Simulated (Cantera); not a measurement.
Input: 1 mol Fe₂O₃, 3 mol CH₄, 0.39 mol N₂, at 1673.15 K and 260 Pa.

These are equilibrium values from Cantera (NASA tables, ideal gas, pure condensed phases), not measurements of a reactor. Candidate condensed phases: C, C₆H₆, C₇H₈, C₈H₁₈, Fe, Fe(CO)₅, FeO, Fe(OH)₂, Fe(OH)₃, Fe₂O₃, Fe₃O₄, H₂O; 140 gas species. Rates play no part.

Base state: H₂ 0.637, CO 0.319, N₂ 0.0414, H 0.00178, Fe 0.00155, HCN 1.30e-5, H₂O 1.17e-5 (mole fractions); condensed: Fe(δ).

### Question
What changes in the equilibrium state with this change: Fe₂O₃ replaced by PbO?

### Answer
```json
[
 {"species": "H₂", "before": "0.637", "after": "0.713"},
 {"species": "CO", "before": "0.319", "after": "0.119"},
 {"species": "Pb", "before": "0", "after": "0.119"},
 {"species": "N₂", "before": "0.0414", "after": "0.0461"},
 {"species": "Fe", "before": "0.00155", "after": "0"},
 {"species": "C₂H₂ (acetylene)", "before": "2.34e-8", "after": "4.07e-5"},
 {"species": "H₂O", "before": "1.17e-5", "after": "1.24e-7"},
 {"species": "HCN", "before": "1.30e-5", "after": "0.000572"},
 {"species": "Fe(δ), mol", "before": "1.99", "after": "0"},
 {"species": "C(graphite), mol", "before": "0", "after": "1.99"}
]
```
Further candidate phases: Pb, PbO, PbO₂, Pb₃O₄.

### Question
What changes in the equilibrium state with this change: temperature from 1673.15 K to 2075 K?

### Answer
```tsv
species	before	after
H₂	0.637	0.499
CO	0.319	0.259
Fe	0.00155	0.172
H	0.00178	0.0369
N₂	0.0414	0.0336
HCN	1.30e-5	8.87e-6
H₂O	1.17e-5	8.43e-6
Fe(δ), mol	1.99	0
```
